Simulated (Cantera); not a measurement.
A perfectly stirred reactor is fed with 69.4 % NH₃, 30.6 % N₂, at 24.8 Torr; it is held at 2275 K, and followed from long to short residence time.

Cantera simulation using the gas-phase N/H chemistry of the illustrative SiF4/NH3 mechanism in the Surface Chemkin manual (1991); the numbers are that mechanism's predictions, not measurements. Walls and surfaces, which speed up NH3 decomposition in real reactors, are not modelled.

One state of this run: x NH₃ = 0.558; x H = 0.000228; x N₂ = 0.320; x N₂H₂ = 1.51e-5; x N₂H₄ = 2.28e-8. x: mole fraction; the columns are a selection and need not sum to one.

**Question.** Which value of τ (s) does it belong to?
A) 0.012
B) 0.00039
C) 0.18
D) 0.0030

**Answer.** A, 0.012
